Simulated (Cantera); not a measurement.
Source: NASA polynomial tables (part measured, part estimated), evaluated in Cantera. Values are per mole of reaction as written; species without (g) are pure solids or liquids, kept so even where they would boil at 1 bar. TaC: taken at fixed stoichiometry.

2 Ta + 3 C2H4(g) = 4 CH3(g) + 2 TaC

```json
[
 {"T (K)": "2473", "ΔH° (kJ)": "148.1", "ΔS° (J/K)": "145.5", "ΔG° (kJ)": "-211.8", "log10 K": "4.47"},
 {"T (K)": "2523", "ΔH° (kJ)": "?", "ΔS° (J/K)": "?", "ΔG° (kJ)": "?", "log10 K": "?"},
 {"T (K)": "2573", "ΔH° (kJ)": "147.4", "ΔS° (J/K)": "145.3", "ΔG° (kJ)": "-226.3", "log10 K": "4.59"},
 {"T (K)": "2623", "ΔH° (kJ)": "?", "ΔS° (J/K)": "?", "ΔG° (kJ)": "?", "log10 K": "?"},
 {"T (K)": "2673", "ΔH° (kJ)": "?", "ΔS° (J/K)": "?", "ΔG° (kJ)": "?", "log10 K": "?"},
 {"T (K)": "2723", "ΔH° (kJ)": "146.3", "ΔS° (J/K)": "144.8", "ΔG° (kJ)": "-248.1", "log10 K": "4.76"},
 {"T (K)": "2773", "ΔH° (kJ)": "146.0", "ΔS° (J/K)": "144.7", "ΔG° (kJ)": "-255.3", "log10 K": "4.81"}
]
```

Q: Complete the blanks.

A: 
- 2523, ΔH° (kJ): 147.8
- 2523, ΔS° (J/K): 145.4
- 2523, ΔG° (kJ): -219.0
- 2523, log10 K: 4.53
- 2623, ΔH° (kJ): 147.1
- 2623, ΔS° (J/K): 145.1
- 2623, ΔG° (kJ): -233.6
- 2623, log10 K: 4.65
- 2673, ΔH° (kJ): 146.7
- 2673, ΔS° (J/K): 145.0
- 2673, ΔG° (kJ): -240.8
- 2673, log10 K: 4.71
